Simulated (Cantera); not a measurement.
A Cantera script and its output.

```python
import numpy as np
import cantera as ct

gas = ct.Solution("gri30.yaml")
gas.TPX = 1450, 110000, {'CH4': 1, 'H2O': 0.42}
inlet = ct.Reservoir(gas, clone=True)

reactor = ct.IdealGasConstPressureReactor(gas, energy="off", clone=False)
exhaust = ct.Reservoir(gas, clone=True)
tau = [19, 7.6, 3.1, 1.2, 0.5, 0.2, 0.081, 0.033, 0.013, 0.0053, 0.0022][0]
for a, b in ((inlet, reactor), (reactor, exhaust)):
    ct.MassFlowController(a, b, mdot=lambda t: reactor.mass / tau)
net = ct.ReactorNet([reactor])
show = ['CH4', 'H2O', 'C2H6', 'C2H2', 'CH2CO', 'OH']

rows = []
print(f"{'tau/s':>10s}{'T/K':>9s}" + "".join(f"{s:>11s}" for s in show))
for tau in [19, 7.6, 3.1, 1.2, 0.5, 0.2, 0.081, 0.033, 0.013, 0.0053, 0.0022]:
    net.initial_time = 0.0
    net.advance(30 * tau)
    before = gas.X
    net.advance(40 * tau)
    drift = np.max(np.abs(gas.X - before) / (gas.X + 1e-9))
    rows.append([gas.T, *gas[show].X, drift])
    print(f"{tau:10.3e}{gas.T:9.1f}" + "".join(f"{x:11.3e}" for x in gas[show].X))
```

It prints:

```
     tau/s      T/K        CH4        H2O       C2H6       C2H2      CH2CO         OH
 1.900e+01   1450.0  1.987e-01  1.427e-01  1.784e-04  9.119e-02  8.966e-06  4.140e-08
 7.600e+00   1450.0  2.234e-01  1.785e-01  1.923e-04  1.014e-01  1.259e-05  5.003e-08
 3.100e+00   1450.0  2.766e-01  2.085e-01  2.222e-04  9.970e-02  1.481e-05  5.412e-08
 1.200e+00   1450.0  3.759e-01  2.357e-01  3.322e-04  8.147e-02  1.470e-05  5.712e-08
 5.000e-01   1450.0  4.833e-01  2.574e-01  5.660e-04  5.587e-02  1.246e-05  6.239e-08
 2.000e-01   1450.0  5.789e-01  2.751e-01  9.424e-04  3.023e-02  8.350e-06  6.981e-08
 8.100e-02   1450.0  6.428e-01  2.865e-01  1.331e-03  1.240e-02  3.888e-06  7.632e-08
 3.300e-02   1450.0  6.783e-01  2.925e-01  1.503e-03  3.454e-03  9.961e-07  7.833e-08
 1.300e-02   1450.0  6.950e-01  2.949e-01  1.267e-03  5.376e-04  9.924e-08  7.274e-08
 5.300e-03   1450.0  7.010e-01  2.956e-01  7.801e-04  5.394e-05  5.040e-09  6.123e-08
 2.200e-03   1450.0  7.030e-01  2.957e-01  3.724e-04  4.368e-06  1.777e-10  4.935e-08
```

Computed with Cantera and GRI-Mech 3.0 (53 species, 325 reactions). GRI-Mech 3.0 stops at C3 and has no aromatics, soot or wall deposition, so with more carbon than oxygen in the feed, carbon stays in small species such as C2H2 where larger ones or solid carbon would form.
